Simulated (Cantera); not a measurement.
A freely propagating, adiabatic, planar premixed flame of H2 : O2 : N2 = 1 : 0.521 : 1.82 (molar parts), equivalence ratio 0.96, unburnt at 575 K and 4.15 atm; multicomponent transport, grid criteria slope 0.08 and curve 0.16, no radiation.

Model: the H2/O2 subset of GRI-Mech 3.0, which has no nitrogen chemistry, integrated in Cantera. The hydrogen kinetics of GRI-Mech 3.0 are dated; newer H2 mechanisms differ, most at raised pressure. Burning velocities carry a grid error of a few per cent, more on coarse grids.

Predict: laminar burning velocity; thermal thickness; peak x(H2O2); peak x(OH); peak x(H).


| Quantity | Value |
|---|---|
| laminar burning velocity | 678 cm/s |
| thermal thickness | 0.0699 mm |
| peak x(H2O2) | 7.08e-5 |
| peak x(OH) | 0.0201 |
| peak x(H) | 0.0354 |
